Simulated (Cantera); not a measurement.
## Ta₂O₅ + H₂ (hydrogen reduction and annealing atmospheres)

A closed system holds: 1 mol Ta₂O₅, 2800 mol H₂, equilibrated at 1373.15 K and 10.0 Torr.

Equilibrium computed with Cantera from the NASA thermochemical tables; the gas is ideal and each condensed phase is pure. Candidate condensed phases: H₂O, Ta, Ta₂O₅; 12 gas species. Mutual solubility and eutectic melting of coexisting phases are not modelled. Condensed phases not in the tables: N, O or C dissolved in the metal. Equilibrium is a limit: real reactors are often held back by kinetics, nucleation or transport.

The x(H₂) is 1.000. The x(H₂O) comes out as 3.06e-5. The x(H) comes out as 2.89e-5 and the n(Ta(s)) comes out as 0.0343 mol. The n(Ta₂O₅(s)) comes out as 0.983 mol and the gas amount is 2800 mol.
